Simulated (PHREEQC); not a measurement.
## Brackish or sea water (model solution)

A made-up water analysis in mmol/kgw, 20 °C, pH 7.08:

| constituent | mmol/kgw |
|---|---|
| Na | 100 |
| K | 6.41 |
| Ca | 1.45 |
| Mg | 11.3 |
| Cl | 120 |
| S(6) | 1.93 |
| Alkalinity (meq/kgw) | 7.86e-05 |

Valence states are taken as typed.

The numbers come from PHREEQC with the Pitzer model, pitzer.dat.

This is a speciation only: nothing precipitates in the calculation.

Q: Estimate the specific conductance.

A: specific conductance 11500 µS/cm.

Q: In which forms is C present?

A: HCO3- 86 %, CO2 14 % of the C.
